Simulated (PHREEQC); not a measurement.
A solution holds 2.7 mmol/kgw BaCl2, 0.44 mmol/kgw CO2 and 4 mmol/kgw KCl, at 25 °C. Closed to the air; pH follows from the charge balance.

Model: Pitzer model, pitzer.dat, run in PHREEQC.

**Question.** The ionic strength comes out as 0.0121 mol/kgw. What activity coefficients do K+, HCO3-, H+, Cl-, Ba+2 get?

**Answer.** K+ 0.89, HCO3- 0.89, H+ 0.89, Cl- 0.89, Ba+2 0.63. Single-ion values are on the MacInnes scale.

This is a speciation only: nothing precipitates in the calculation.
